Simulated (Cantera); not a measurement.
Input (Python, Cantera) and output of one run.

```python
import numpy as np
import cantera as ct

gas_names = """
    N NO NO2 NO3 N2 N2O O O2 O3 Pb PbO Pb2
""".split()
cond_names = """
    Pb(cr) Pb(L) PbO(rd) PbO(yw) PbO(L) PbO2(s) Pb3O4(s)
""".split()


# ... load() reads the species with a 1 bar reference pressure and builds the phases ...
atoms = {
    'PbO': {'Pb': 1, 'O': 1},
    'N2': {'N': 2},
    'O2': {'O': 2},
}
top_T = {'Pb3O4(s)': 820}  # K; cautious upper limits of use, not melting points


# ... equilibrate(T, P, feed) seeds the gas with the atoms and calls Mixture.equilibrate('TP', solver="vcs", rtol=1e-11, max_steps=5000) ...
results = []
feed = {'PbO': 1, 'N2': 6.4, 'O2': 0.011}  # mol
T = 1200  # K
P = 53  # Pa
mix = equilibrate(T, P, feed)
results.append((T, P, feed, dict(zip(mix.species_names, mix.species_moles))))
x = sorted(zip(gas.X, gas.species_names), reverse=True)
print(f"T = {T:g} K  P = {P:g} Pa  gas = {mix.phase_moles(0):.4g} mol")
print("   x: " + "  ".join(f"{s} {v:.3e}" for v, s in x if v > 0.0001))
print("   condensed (mol): " + ("  ".join(f"{mix.phase(i).name} {mix.phase_moles(i):.4g}"
      for i in range(1, mix.n_phases) if mix.phase_moles(i) > 1e-12) or "none"))
```

Output:

```
T = 1200 K  P = 53 Pa  gas = 7.481 mol
   x: N2 8.554e-01  PbO 1.148e-01  Pb 1.884e-02  O2 1.087e-02
   condensed (mol): none
```

Equilibrium computed with Cantera from the NASA thermochemical tables; the gas is ideal and each condensed phase is pure.
